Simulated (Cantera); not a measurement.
Cantera run:

```python
import numpy as np
import cantera as ct

gas_names = [...]  # 118 gases of nasa_gas.yaml made of C, Cl, F, H
cond_names = """
    C(gr) C6H6(L) C7H8(L) C8H18(L),n-octa
""".split()


# ... load() reads the species with a 1 bar reference pressure and builds the phases ...
atoms = {
    'C2F6': {'C': 2, 'F': 6},
    'HCl': {'H': 1, 'CL': 1},
    'H2': {'H': 2},
}
top_T = {'C(gr)': 4500}  # K; cautious upper limits of use, not melting points


# ... equilibrate(T, P, feed) seeds the gas with the atoms and calls Mixture.equilibrate('TP', solver="vcs", rtol=1e-11, max_steps=5000) ...
results = []
feed = {'C2F6': 1, 'HCl': 0.11, 'H2': 3.9}  # mol
T = 998  # K
P = 840  # Pa
mix = equilibrate(T, P, feed)
results.append((T, P, feed, dict(zip(mix.species_names, mix.species_moles))))
print(gas.report(threshold=0.0001))
for i in range(1, mix.n_phases):
    print(f"{mix.phase(i).name:16s} {mix.phase_moles(i):12.5e} mol")
```

Result:

```
       temperature   998 K
          pressure   840 Pa
           density   0.0018176 kg/m^3
  mean mol. weight   17.955 kg/kmol
   phase of matter   gas

                          1 kg             1 kmol
                     ---------------   ---------------
          enthalpy       -1.1926e+07       -2.1414e+08  J
   internal energy       -1.2388e+07       -2.2244e+08  J
           entropy             13783        2.4749e+05  J/K
    Gibbs function       -2.5682e+07       -4.6113e+08  J
 heat capacity c_p            1681.1             30185  J/K
 heat capacity c_v            1218.1             21871  J/K

                      mass frac. Y      mole frac. X     chem. pot. / RT
                     ---------------   ---------------   ---------------
               HCL          0.031863          0.015692           -44.331
                HF           0.95371           0.85593           -60.463
                H2          0.014412           0.12836           -24.333
     [ +115 minor]        1.2611e-05        1.3756e-05

C(gr)             1.99991e+00 mol
```

These are equilibrium values from Cantera (NASA tables, ideal gas, pure condensed phases), not measurements of a reactor. The feed counts by its element totals alone.
